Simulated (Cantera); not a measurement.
What does this Cantera script print?

```python
import numpy as np
import cantera as ct

gas_names = """
    Fe H H2 H2S N NH NH2 NH3 N2 N2H2 N2H4 S SH SN S2 S8
""".split()
cond_names = """
    Fe(a) Fe(c) Fe(d) Fe(L) FeS(a) FeS(b) FeS(c) FeS(L) FeS2(s) S(cr1) S(cr2) S(L)
""".split()


# ... load() reads the species with a 1 bar reference pressure and builds the phases ...
atoms = {
    'FeS2': {'Fe': 1, 'S': 2},
    'H2': {'H': 2},
    'N2': {'N': 2},
}
top_T = {'FeS2(s)': 1010}  # K; cautious upper limits of use, not melting points


# ... equilibrate(T, P, feed) seeds the gas with the atoms and calls Mixture.equilibrate('TP', solver="vcs", rtol=1e-11, max_steps=5000) ...
results = []
feed = {'FeS2': 1, 'H2': 240, 'N2': 0.48}  # mol
T = 2200  # K
for P in [10, 42, 180, 750, 3200, 13000, 56000, 240000, 1000000]:
    mix = equilibrate(T, P, feed)
    results.append((T, P, feed, dict(zip(mix.species_names, mix.species_moles))))

top = {s: max(r[3][s] / sum(r[3][g] for g in gas_names) for r in results) for s in gas_names}
cols = sorted((s for s in top if top[s] > 0.0001), key=lambda s: -top[s])[:5]
seen = [c for c in cond_names if any(r[3].get(c, 0) > 1e-12 for r in results)]
print("log10 of partial pressures in bar; condensed amounts in mol")
print(f"{'P/Pa':>10s}" + "".join(f"{s[:9]:>10s}" for s in cols + seen))
for T, P, feed, n in results:
    ng = sum(n[g] for g in gas_names)
    print(f"{P:10.4g}" + "".join(f"{np.log10(max(n[s] / ng * P / 1e5, 1e-99)):10.3f}" for s in cols)
          + "".join(f"{n.get(c, 0):10.4g}" for c in seen))
```

It prints:

```
log10 of partial pressures in bar; condensed amounts in mol
      P/Pa        H2         H       H2S         S        Fe     Fe(L)
        10    -4.248    -4.373    -8.937    -6.226    -6.490         0
        42    -3.502    -4.000    -7.575    -5.609    -5.818         0
       180    -2.808    -3.654    -6.337    -5.065    -5.158         0
       750    -2.159    -3.329    -5.247    -4.625    -4.524         0
      3200    -1.514    -3.007    -4.247    -4.268    -3.886         0
   1.3e+04    -0.899    -2.699    -3.367    -4.005    -3.274         0
   5.6e+04    -0.261    -2.380    -2.541    -3.816    -2.637         0
   2.4e+05     0.374    -2.062    -1.798    -3.708    -2.557    0.7209
     1e+06     0.995    -1.752    -1.126    -3.657    -2.557    0.9332
```

Cantera equilibrium calculation (NASA polynomials, part measured and part estimated; ideal gas, pure solids and liquids).
